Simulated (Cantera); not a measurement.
What does this Cantera script print?

```python
import numpy as np
import cantera as ct

gas = ct.Solution("gri30.yaml")
gas.TPX = 1373, 12000, {'H2': 1.2, 'O2': 1, 'N2': 9.9}
reactor = ct.IdealGasConstPressureReactor(gas, energy="off", clone=False)
net = ct.ReactorNet([reactor])
net.rtol, net.atol = 1e-08, 1e-18
show = ['H2', 'O2', 'H', 'N2O', 'NO', 'NO2']
times = np.geomspace(1e-05, 200, 14)

steps = ct.SolutionArray(gas, extra=["t"])
rows = []
print(f"{'t/s':>10s}{'T/K':>9s}{'P/Pa':>11s}" + "".join(f"{s:>11s}" for s in show))
for t in times:
    while net.time < t:
        t_next = net.step()
        steps.append(gas.state, t=t_next)
    rows.append([np.interp(t, steps.t, y) for y in (steps.T, steps.P, *steps(*show).X.T)])
    print(f"{t:10.3e}{rows[-1][0]:9.1f}{rows[-1][1]:11.4g}" + "".join(f"{x:11.3e}" for x in rows[-1][2:]))
rate = np.gradient(steps.T, steps.t)
print("integrator steps:", len(steps.t))
if steps.T.max() > steps.T[0] + 200:
    print(f"time of steepest temperature rise: {steps.t[rate.argmax()]:.4e} s")
gas.TPX = 1373, 12000, {'H2': 1.2, 'O2': 1, 'N2': 9.9}
gas.equilibrate("TP")
print(f"equilibrium (TP): T = {gas.T:.1f} K  " + "  ".join(f"{s} {gas[s].X[0]:.3e}" for s in show))
```

Result:

```
       t/s      T/K       P/Pa         H2         O2          H        N2O         NO        NO2
 1.000e-05   1373.0    1.2e+04  9.917e-02  8.264e-02  1.187e-08  2.109e-15  5.543e-19  4.085e-26
 3.644e-05   1373.0    1.2e+04  9.917e-02  8.264e-02  7.685e-08  1.694e-14  2.530e-17  2.183e-23
 1.328e-04   1373.0    1.2e+04  9.916e-02  8.264e-02  6.659e-06  5.473e-13  5.747e-15  4.629e-20
 4.840e-04   1373.0    1.2e+04  1.211e-02  4.143e-02  4.308e-02  1.060e-08  1.403e-06  2.482e-11
 1.764e-03   1373.0    1.2e+04  9.483e-03  3.908e-02  2.587e-02  1.386e-08  1.148e-05  2.407e-10
 6.428e-03   1373.0    1.2e+04  4.008e-03  3.573e-02  5.459e-03  2.139e-08  1.904e-05  7.336e-10
 2.343e-02   1373.0    1.2e+04  4.566e-04  3.467e-02  1.879e-04  4.796e-08  1.995e-05  4.295e-09
 8.537e-02   1373.0    1.2e+04  3.257e-05  3.472e-02  3.587e-06  7.580e-08  1.997e-05  1.709e-08
 3.111e-01   1373.0    1.2e+04  4.232e-06  3.475e-02  1.718e-07  7.621e-08  1.997e-05  1.840e-08
 1.134e+00   1373.0    1.2e+04  9.489e-07  3.476e-02  1.849e-08  4.245e-08  1.997e-05  1.819e-08
 4.132e+00   1373.0    1.2e+04  4.942e-07  3.477e-02  6.978e-09  8.425e-09  1.997e-05  2.268e-08
 1.506e+01   1373.0    1.2e+04  4.818e-07  3.477e-02  6.717e-09  6.152e-09  1.997e-05  2.295e-08
 5.488e+01   1373.0    1.2e+04  4.818e-07  3.477e-02  6.717e-09  6.152e-09  1.997e-05  2.296e-08
 2.000e+02   1373.0    1.2e+04  4.818e-07  3.477e-02  6.717e-09  6.152e-09  1.998e-05  2.297e-08
integrator steps: 1928
equilibrium (TP): T = 1373.0 K  H2 4.826e-07  O2 3.464e-02  H 6.723e-09  N2O 6.154e-09  NO 2.649e-04  NO2 3.039e-07
```

Cantera simulation using GRI-Mech 3.0 (53 species, 325 reactions); the numbers are that mechanism's predictions, not measurements. The temperature is held fixed by assumption; the heat of reaction is taken as removed at once.
